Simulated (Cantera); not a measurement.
Input (Python, Cantera) and output of one run.

```python
import numpy as np
import cantera as ct

gas_names = """
    B BCL BCLF BCL2 BCL3 BF BF2 BF3 BH BHF2 BH2 BH3 BN B2 CL CLF CLF3 CL2 F F2 H HCL HF H2 H2F2 H3F3
    H4F4 H5F5 H6F6 H7F7 N NF NF2 NF3 NH NH2 NH3 N2 N2H2 N2H4
""".split()
cond_names = """
    B(b) B(L) BN(s) NH4CL(a) NH4CL(b)
""".split()


# ... load() reads the species with a 1 bar reference pressure and builds the phases ...
atoms = {
    'BN': {'B': 1, 'N': 1},
    'HF': {'H': 1, 'F': 1},
    'N2': {'N': 2},
    'Cl2': {'CL': 2},
}
top_T = {'BN(s)': 3200}  # K; cautious upper limits of use, not melting points


# ... equilibrate(T, P, feed) seeds the gas with the atoms and calls Mixture.equilibrate('TP', solver="vcs", rtol=1e-11, max_steps=5000) ...
results = []
feed = {'BN': 1, 'HF': 8.8, 'N2': 11, 'Cl2': 3.5}  # mol
P = 9600  # Pa
for T in [798, 898, 998, 1098, 1198, 1298, 1398, 1498, 1598, 1698, 1798, 1898, 1998, 2098]:
    mix = equilibrate(T, P, feed)
    results.append((T, P, feed, dict(zip(mix.species_names, mix.species_moles))))

top = {s: max(r[3][s] / sum(r[3][g] for g in gas_names) for r in results) for s in gas_names}
cols = sorted((s for s in top if top[s] > 1e-06), key=lambda s: -top[s])[:9]
seen = [c for c in cond_names if any(r[3].get(c, 0) > 1e-12 for r in results)]
print("log10 of partial pressures in bar; condensed amounts in mol")
print(f"{'T/K':>10s}" + "".join(f"{s[:9]:>10s}" for s in cols + seen))
for T, P, feed, n in results:
    ng = sum(n[g] for g in gas_names)
    print(f"{T:10.4g}" + "".join(f"{np.log10(max(n[s] / ng * P / 1e5, 1e-99)):10.3f}" for s in cols)
          + "".join(f"{n.get(c, 0):10.4g}" for c in seen))
```

It prints:

```
log10 of partial pressures in bar; condensed amounts in mol
       T/K        N2        HF        CL       HCL       CL2       BF3         F       BF2         H
       798    -1.324    -1.622    -6.091    -1.908    -2.084    -2.385   -14.510   -20.712   -18.949
       898    -1.324    -1.622    -5.189    -1.908    -2.084    -2.385   -12.600   -18.042   -16.650
       998    -1.324    -1.622    -4.466    -1.908    -2.085    -2.385   -11.072   -15.909   -14.807
      1098    -1.325    -1.622    -3.874    -1.908    -2.088    -2.385    -9.821   -14.165   -13.295
      1198    -1.325    -1.623    -3.383    -1.909    -2.096    -2.386    -8.780   -12.712   -12.030
      1298    -1.327    -1.624    -2.972    -1.910    -2.116    -2.388    -7.904   -11.479   -10.952
      1398    -1.330    -1.627    -2.631    -1.913    -2.157    -2.390    -7.165   -10.413   -10.016
      1498    -1.334    -1.632    -2.356    -1.918    -2.233    -2.395    -6.544    -9.473    -9.185
      1598    -1.341    -1.638    -2.145    -1.924    -2.361    -2.402    -6.030    -8.624    -8.429
      1698    -1.348    -1.645    -1.998    -1.931    -2.555    -2.408    -5.616    -7.837    -7.722
      1798    -1.353    -1.651    -1.909    -1.937    -2.810    -2.414    -5.290    -7.096    -7.050
      1898    -1.357    -1.654    -1.863    -1.940    -3.105    -2.417    -5.030    -6.399    -6.413
      1998    -1.358    -1.656    -1.840    -1.942    -3.410    -2.419    -4.816    -5.752    -5.819
      2098    -1.359    -1.657    -1.830    -1.943    -3.705    -2.421    -4.632    -5.157    -5.270
```

These are equilibrium values from Cantera (NASA tables, ideal gas, pure condensed phases), not measurements of a reactor. The tables' values for BF2 are old estimates; treat these amounts as uncertain.
